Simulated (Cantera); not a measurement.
Cantera run, input and output.

```python
import numpy as np
import cantera as ct

gas = ct.Solution("gri30.yaml")
gas.TPX = 675, 100000, {'CH4': 1, 'CO': 0.28, 'O2': 1.78, 'N2': 6.71}
flame = ct.FreeFlame(gas, width=0.04)
flame.set_refine_criteria(ratio=3, slope=0.08, curve=0.16)
flame.transport_model = "mixture-averaged"
flame.solve(loglevel=0, auto=True)
flame.transport_model = "multicomponent"
flame.soret_enabled = True
flame.solve(loglevel=0, refine_grid=True)
z, T = flame.grid, flame.T
thick = (T[-1] - T[0]) / np.gradient(T, z).max()
show = ['CH4', 'CO', 'O2', 'OH', 'HCN', 'NO']
print(f"laminar burning velocity  {flame.velocity[0] * 100:.3f} cm/s")
print(f"burnt temperature         {T[-1]:.1f} K")
print(f"thermal thickness         {thick * 1e3:.4f} mm")
print(f"grid points               {len(z)}")
z0 = z[flame.heat_release_rate.argmax()]
print(f"{'z/mm':>9s}{'T/K':>9s}{'u/(m/s)':>9s}" + "".join(f"{s:>11s}" for s in show))
rows = []
for k in (-3, -2, -1.5, -1, -0.5, -0.25, 0, 0.25, 0.5, 1, 2, 4, 8):
    zz = z0 + k * thick
    rows.append([k * thick, np.interp(zz, z, T), np.interp(zz, z, flame.velocity),
                 *(np.interp(zz, z, flame.X[gas.species_index(s)]) for s in show)])
    print(f"{rows[-1][0] * 1e3:9.3f}{rows[-1][1]:9.1f}{rows[-1][2]:9.3f}" + "".join(f"{x:11.3e}" for x in rows[-1][3:]))
```

Result:

```
laminar burning velocity  166.066 cm/s
burnt temperature         2397.0 K
thermal thickness         0.3047 mm
grid points               156
     z/mm      T/K  u/(m/s)        CH4         CO         O2         OH        HCN         NO
   -0.914    675.1    1.662  1.022e-01  2.863e-02  1.820e-01  5.868e-12  4.499e-11  2.756e-10
   -0.609    676.5    1.669  1.019e-01  2.860e-02  1.816e-01  1.359e-09  1.042e-09  4.666e-09
   -0.457    683.0    1.689  1.009e-01  2.866e-02  1.809e-01  3.995e-08  8.032e-09  2.875e-08
   -0.305    735.5    1.829  9.584e-02  2.980e-02  1.772e-01  2.008e-06  1.073e-07  2.890e-07
   -0.152   1103.9    2.790  6.927e-02  4.225e-02  1.466e-01  6.214e-05  1.579e-06  3.218e-06
   -0.076   1503.7    3.855  3.849e-02  6.073e-02  1.048e-01  4.968e-04  4.483e-06  8.090e-06
    0.000   1879.0    4.876  1.002e-02  8.002e-02  5.635e-02  2.618e-03  9.761e-06  1.740e-05
    0.076   2049.5    5.330  9.933e-04  8.198e-02  2.663e-02  6.520e-03  1.050e-05  3.061e-05
    0.152   2094.3    5.430  5.277e-05  7.408e-02  1.513e-02  8.893e-03  5.676e-06  4.085e-05
    0.305   2129.5    5.491  1.473e-07  6.403e-02  9.541e-03  9.704e-03  1.109e-06  4.989e-05
    0.609   2171.8    5.577  2.226e-11  5.936e-02  7.556e-03  9.408e-03  6.687e-08  5.764e-05
    1.219   2225.7    5.695  2.865e-15  5.792e-02  5.978e-03  8.658e-03  9.404e-10  6.943e-05
    2.438   2286.9    5.828  3.572e-15  5.657e-02  4.197e-03  7.433e-03  4.867e-11  8.942e-05
```

Computed with Cantera and GRI-Mech 3.0 (53 species, 325 reactions). Burning velocities carry a grid error of a few per cent, more on coarse grids.
